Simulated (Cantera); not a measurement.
A perfectly stirred reactor is fed with CH4 : CO2 : H2 = 1 : 0.99 : 0.065 (molar parts), at 12.0 bar; it is held at 1675 K, and followed from long to short residence time.

Computed with Cantera and GRI-Mech 3.0 (53 species, 325 reactions). The pressure lies above the range GRI-Mech 3.0 was tuned for (to about 10 atm).

Predict: x(CH4) at τ = 4.70 s; x(CO2) at τ = 4.70 s; x(H2) at τ = 4.70 s; x(CH4) at τ = 0.200 s; x(CO2) at τ = 0.200 s; x(H2) at τ = 0.200 s.


| Property | Result |
|---|---|
| x(CH4) at τ = 4.70 s | 0.0547 |
| x(CO2) at τ = 4.70 s | 0.0227 |
| x(H2) at τ = 4.70 s | 0.390 |
| x(CH4) at τ = 0.200 s | 0.0825 |
| x(CO2) at τ = 0.200 s | 0.0743 |
| x(H2) at τ = 0.200 s | 0.266 |
